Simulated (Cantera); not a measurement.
Source: NASA polynomial tables (part measured, part estimated), evaluated in Cantera. Values are per mole of reaction as written; species without (g) are pure solids or liquids, kept so even where they would boil at 1 bar.

Problem. Between 300 and 2548 K, where is each reaction favourable under standard conditions?
- Nb + O₂(g) = NbO₂
- 0.6667 Cr + O₂(g) = 0.6667 CrO₃(g)
- 2 H₂(g) + O₂(g) = 2 H₂O(g)

Solution. 
- Nb + O₂(g) = NbO₂: ΔG° is -739 kJ at 300 K and -384 kJ at 2548 K; it stays negative (K > 1). ΔH° is -662 kJ and ΔS° -109 J/K at 2548 K.
- 0.6667 Cr + O₂(g) = 0.6667 CrO₃(g): ΔG° is -182 kJ at 300 K and -66 kJ at 2548 K; it stays negative (K > 1). ΔH° is -228 kJ and ΔS° -64 J/K at 2548 K.
- 2 H₂(g) + O₂(g) = 2 H₂O(g): ΔG° is -457 kJ at 300 K and -207 kJ at 2548 K; it stays negative (K > 1). ΔH° is -504 kJ and ΔS° -116 J/K at 2548 K.
